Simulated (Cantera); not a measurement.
A freely propagating, adiabatic, planar premixed flame of H2 : O2 : N2 : H2O = 1 : 0.217 : 0.817 : 0.0062 (molar parts), equivalence ratio 2.3, unburnt at 600 K and 0.130 bar; mixture-averaged transport, grid criteria slope 0.08 and curve 0.16, no radiation.

Cantera simulation using the H2/O2 subset of GRI-Mech 3.0, which has no nitrogen chemistry; the numbers are that mechanism's predictions, not measurements. Burning velocities carry a grid error of a few per cent, more on coarse grids.

x: mole fraction of selected species; z is measured from the peak of heat release.

| z (mm) | T (K) | u (m/s) | x H2 | x O2 | x OH | x H2O | x O | x H2O2 |
|---|---|---|---|---|---|---|---|---|
| -19.5 | 600 | 6.74 | 0.490 | 0.106 | <1e-8 | 0.00304 | <1e-8 | <1e-8 |
| -13.0 | 600 | 6.74 | 0.490 | 0.106 | <1e-8 | 0.00304 | <1e-8 | <1e-8 |
| -9.75 | 600 | 6.74 | 0.490 | 0.106 | <1e-8 | 0.00304 | <1e-8 | <1e-8 |
| -6.50 | 600 | 6.74 | 0.490 | 0.106 | <1e-8 | 0.00304 | <1e-8 | <1e-8 |
| -3.25 | 614 | 6.88 | 0.488 | 0.106 | 2.85e-5 | 0.00396 | 1.21e-5 | 3.66e-7 |
| -1.62 | … | 8.25 | 0.462 | 0.102 | … | … | … | … |
| 0 | 1094 | 11.8 | 0.322 | 0.0541 | 0.00162 | 0.116 | 0.00371 | 1.69e-7 |
| 1.62 | 1313 | 14.1 | 0.231 | 0.00441 | 0.00210 | 0.213 | 0.00184 | 8.24e-8 |
| 3.25 | 1395 | 14.9 | 0.230 | 0.000683 | 0.00233 | 0.222 | 0.00117 | 7.25e-8 |
| 6.50 | 1490 | 15.8 | 0.239 | 0.000490 | 0.00283 | 0.223 | 0.00113 | 7.28e-8 |
| 13.0 | 1604 | 16.9 | 0.250 | 0.000423 | 0.00332 | 0.225 | 0.00103 | 6.06e-8 |
| 26.0 | 1724 | 18.0 | 0.261 | 0.000323 | 0.00361 | 0.227 | 0.000829 | 4.01e-8 |
| 52.0 | 1839 | 19.0 | 0.272 | … | 0.00355 | 0.230 | … | … |

### Question
Complete the blanks.

### Answer

- -1.62, T (K): 744
- -1.62, x OH: 0.000206
- -1.62, x H2O: 0.0163
- -1.62, x O: 0.000262
- -1.62, x H2O2: 2.38e-7
- 52.0, x O2: 0.000219
- 52.0, x O: 0.000586
- 52.0, x H2O2: 2.31e-8
